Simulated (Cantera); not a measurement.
What does this Cantera script print?

```python
import numpy as np
import cantera as ct

gas_names = """
    CO CO2 Mg O2
""".split()
cond_names = """
    MgO(s) MgO(L) MgCO3(s) C(gr)
""".split()


# ... load() reads the species with a 1 bar reference pressure and builds the phases ...
species = {s.name: s for s in load("nasa_gas.yaml", gas_names) + load("nasa_condensed.yaml", cond_names)}
# Each term lists the table entries of one substance; the one whose range holds T is used.
reactions = {
    'MgO + CO(g) = CO2(g) + Mg(g)':
        [(-1, ['MgO(s)', 'MgO(L)']), (-1, ['CO']), (1, ['CO2']), (1, ['Mg'])],
    'MgCO3 = MgO + O2(g) + C':
        [(-1, ['MgCO3(s)']), (1, ['MgO(s)', 'MgO(L)']), (1, ['O2']), (1, ['C(gr)'])],
}


def pick(names, T):
    return next(species[n] for n in names if species[n].thermo.min_temp <= T <= species[n].thermo.max_temp)


results = []
for label, terms in reactions.items():
    print(label)
    print("     T/K   dH/kJ  dS/(J/K)   dG/kJ   log10 K")
    for T in [548, 598, 648, 698, 748, 798, 848, 898]:
        used = [(nu, pick(names, T)) for nu, names in terms]
        dH = sum(nu * s.thermo.h(T) for nu, s in used) / 1e6
        dS = sum(nu * s.thermo.s(T) for nu, s in used) / 1e3
        dG = dH - T * dS / 1e3
        logK = -dG * 1e6 / (ct.gas_constant * T * np.log(10))
        results.append((label, T, dH, dS, dG, logK, [s.name for _, s in used]))
        print(f"{T:8g} {dH:8.1f} {dS:8.1f} {dG:8.1f} {logK:8.2f}")
```

Result:

```
MgO + CO(g) = CO2(g) + Mg(g)
     T/K   dH/kJ  dS/(J/K)   dG/kJ   log10 K
     548    463.0    132.0    390.6   -37.23
     598    462.5    131.1    384.0   -33.54
     648    462.0    130.4    377.5   -30.43
     698    461.5    129.7    371.0   -27.76
     748    461.0    129.0    364.5   -25.46
     798    460.6    128.4    358.1   -23.44
     848    460.1    127.8    351.7   -21.66
     898    459.6    127.3    345.3   -20.09
MgCO3 = MgO + O2(g) + C
     T/K   dH/kJ  dS/(J/K)   dG/kJ   log10 K
     548    508.9    168.5    416.6   -39.71
     598    508.4    167.5    408.2   -35.65
     648    507.7    166.5    399.8   -32.23
     698    506.9    165.3    391.5   -29.30
     748    506.1    164.2    383.3   -26.77
     798    505.2    163.0    375.1   -24.55
     848    504.2    161.8    367.0   -22.60
     898    503.1    160.6    358.9   -20.88
```

Standard-state values (1 bar) from the NASA 1993 polynomials, evaluated with Cantera. Condensed species are held in their standard states even where they would react or evaporate.
